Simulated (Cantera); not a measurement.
An isothermal plug-flow reactor at 950 K and 140000 Pa (inlet), inlet velocity 4.8 m/s, active area per volume 2400 1/m; feed 0.733 % H2, 3.60 % O2, 94.9 % N2, 0.757 % H2O.

Cantera simulation using Deutschmann's 1995 Pt surface mechanism with GRI-Mech 3.0 gas chemistry; the numbers are that mechanism's predictions, not measurements. Catalytic surfaces can have several steady states; this one follows from the mechanism file's or the stated starting coverage. Mass transfer to the wall is taken as infinitely fast.

x: gas mole fraction; θ: surface coverage.

```
z (m)        x H2    x O2   x H2O  θ free Pt   θ O*    θ OH*
-------  --------  ------  ------  ---------  -----  -------
0.00018         ?  0.0338  0.0123      0.239  0.757  0.00319
0.00034         ?  0.0332  0.0136      0.207  0.790  0.00310
0.00067         ?  0.0327  0.0145      0.188  0.809  0.00304
0.0013          ?  0.0325  0.0149      0.182  0.815  0.00301
0.0025          ?  0.0325  0.0150      0.181  0.816  0.00301
0.0048   3.70e-10  0.0325  0.0150      0.181  0.816  0.00301
0.0092   3.19e-11  0.0325  0.0150      0.181  0.816  0.00301
0.018    3.19e-11  0.0325  0.0150      0.181  0.816  0.00301
```

### Question
Complete the blanks.

### Answer

- 0.00018, x H2: 0.00266
- 0.00034, x H2: 0.00138
- 0.00067, x H2: 0.000415
- 0.0013, x H2: 4.76e-5
- 0.0025, x H2: 8.15e-7
